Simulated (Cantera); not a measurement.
An isothermal, constant-pressure homogeneous reactor starts with 0.102 % CO, 0.498 % O₂, 0.461 % H₂O, 92.3 % N₂, 6.65 % H₂, equivalence ratio 6.8, at 1125 K and 4.60 bar.

Detailed kinetics in Cantera: GRI-Mech 3.0 (53 species, 325 reactions). The hydrogen kinetics of GRI-Mech 3.0 are dated; newer H2 mechanisms differ, most at raised pressure.

x: mole fraction; the columns are a selection and need not sum to one.

```
t (s)         x CO      x O₂    x H₂O       x H      x OH
--------  --------  --------  -------  --------  --------
0.000100   0.00102   0.00498  0.00461   2.82e-9  2.77e-11
0.000464   0.00102   0.00498  0.00462   1.32e-7         ?
0.00215   0.000990   4.17e-6   0.0146  0.000161         ?
0.0100    0.000985   1.73e-8   0.0146   2.03e-5         ?
0.0464    0.000981  2.38e-10   0.0146   3.99e-6         ?
0.215     0.000977  3.72e-12   0.0146   8.45e-7         ?
1.00      0.000973    <1e-12   0.0146   1.81e-7  2.42e-10
4.64      0.000970    <1e-12   0.0146   3.92e-8  5.24e-11
21.5      0.000966    <1e-12   0.0146   9.37e-9  1.25e-11
100       0.000961    <1e-12   0.0146   5.01e-9  6.70e-12
```

**Question.** Some entries are withheld; supply them.

**Answer.** 
- 0.000464, x OH: 1.43e-9
- 0.00215, x OH: 2.19e-7
- 0.0100, x OH: 2.71e-8
- 0.0464, x OH: 5.34e-9
- 0.215, x OH: 1.13e-9
